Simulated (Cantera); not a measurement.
What does this Cantera script print?

```python
import numpy as np
import cantera as ct

gas_names = """
    CL CL2 H HCL H2 N NH NH2 NH3 N2 N2H2 N2H4 Si SiCL SiCL2 SiCL3 SiCL4 SiH SiHCL3 SiH2 SiH2CL2 SiH3
    SiH3CL SiH4 SiN Si2 Si2N Si3
""".split()
cond_names = """
    NH4CL(a) NH4CL(b) Si(cr) Si(L) Si3N4(a)
""".split()


# ... load() reads the species with a 1 bar reference pressure and builds the phases ...
atoms = {
    'SiH2Cl2': {'Si': 1, 'H': 2, 'CL': 2},
    'NH3': {'N': 1, 'H': 3},
    'H2': {'H': 2},
}
top_T = {'Si3N4(a)': 2400}  # K; cautious upper limits of use, not melting points


# ... equilibrate(T, P, feed) seeds the gas with the atoms and calls Mixture.equilibrate('TP', solver="vcs", rtol=1e-11, max_steps=5000) ...
results = []
feed = {'SiH2Cl2': 1, 'NH3': 16, 'H2': 1.2}  # mol
T = 1573  # K
P = 16  # Pa
mix = equilibrate(T, P, feed)
results.append((T, P, feed, dict(zip(mix.species_names, mix.species_moles))))
x = sorted(zip(gas.X, gas.species_names), reverse=True)
print(f"T = {T:g} K  P = {P:g} Pa  gas = {mix.phase_moles(0):.4g} mol")
print("   x: " + "  ".join(f"{s} {v:.3e}" for v, s in x if v > 0.0001))
print("   condensed (mol): " + ("  ".join(f"{mix.phase(i).name} {mix.phase_moles(i):.4g}"
      for i in range(1, mix.n_phases) if mix.phase_moles(i) > 1e-12) or "none"))
```

Result:

```
T = 1573 K  P = 16 Pa  gas = 35.26 mol
   x: H2 7.212e-01  N2 2.269e-01  HCL 4.083e-02  SiCL2 7.827e-03  H 2.730e-03  Si 3.437e-04  CL 1.228e-04
   condensed (mol): Si(cr) 0.7078
```

Equilibrium computed with Cantera from the NASA thermochemical tables; the gas is ideal and each condensed phase is pure. The tables' values for SiCl are old estimates; treat these amounts as uncertain.
